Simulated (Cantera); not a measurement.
A perfectly stirred reactor is fed with C₃H₈ : O₂ : N₂ = 1 : 5.38 : 20.2 (molar parts), equivalence ratio 0.93, at 1.00 atm; it is adiabatic with a 500 K inlet, and is followed from long to short residence time, starting on the burning branch (τ in s: 0.14, 0.058, 0.023, 0.0094, 0.0038, 0.0015, 0.00062, 0.00025, 0.0001, 4.1e-05, 1.7e-05, 6.7e-06).

Cantera simulation using GRI-Mech 3.0 (53 species, 325 reactions); the numbers are that mechanism's predictions, not measurements. GRI-Mech 3.0 was tuned for natural gas; its chemistry of propane as a main component is partial and can be far from experiment.

x: mole fraction; the columns are a selection and need not sum to one.

| τ (s) | T (K) | x C₃H₈ | x O₂ | x H | x HO₂ | x H₂ | x CH₃ | x NO₂ |
|---|---|---|---|---|---|---|---|---|
| 0.14 | 2308 | 9.22e-8 | 0.0173 | 0.000601 | 1.57e-6 | 0.00265 | 3.94e-7 | 8.56e-7 |
| 0.058 | 2299 | ? | 0.0182 | ? | 1.66e-6 | ? | ? | ? |
| 0.023 | 2277 | 5.00e-7 | 0.0196 | 0.000980 | 1.84e-6 | 0.00347 | 1.82e-6 | 3.53e-7 |
| 0.0094 | 2241 | 1.09e-6 | 0.0216 | 0.00151 | 2.21e-6 | 0.00441 | 3.51e-6 | 1.83e-7 |
| 0.0038 | 2188 | 2.31e-6 | 0.0240 | 0.00246 | 2.97e-6 | 0.00572 | 6.71e-6 | 8.57e-8 |
| 0.0015 | 2123 | 4.95e-6 | 0.0268 | 0.00395 | 4.34e-6 | 0.00731 | 1.33e-5 | 3.96e-8 |
| 0.00062 | 2055 | 1.05e-5 | 0.0297 | 0.00577 | 6.42e-6 | 0.00885 | 2.68e-5 | 2.08e-8 |
| 0.00025 | 1981 | ? | ? | ? | ? | ? | ? | ? |
| 0.00010 | 1894 | 6.80e-5 | 0.0398 | 0.00839 | 1.89e-5 | 0.0115 | 0.000146 | 7.06e-9 |
| 4.1e-5 | 500 | 0.0376 | 0.202 | <1e-12 | <1e-12 | <1e-12 | <1e-12 | <1e-12 |
| 1.7e-5 | 500 | 0.0376 | 0.202 | <1e-12 | <1e-12 | <1e-12 | <1e-12 | <1e-12 |
| 6.7e-6 | 500 | 0.0376 | 0.202 | <1e-12 | <1e-12 | <1e-12 | <1e-12 | <1e-12 |

Task: Complete the blanks.

Result: 
- 0.058, x C₃H₈: 2.14e-7
- 0.058, x H: 0.000714
- 0.058, x H₂: 0.00291
- 0.058, x CH₃: 8.61e-7
- 0.058, x NO₂: 5.99e-7
- 0.00025, x C₃H₈: 2.44e-5
- 0.00025, x O₂: 0.0334
- 0.00025, x H: 0.00761
- 0.00025, x HO₂: 1.00e-5
- 0.00025, x H₂: 0.0103
- 0.00025, x CH₃: 5.84e-5
- 0.00025, x NO₂: 1.18e-8
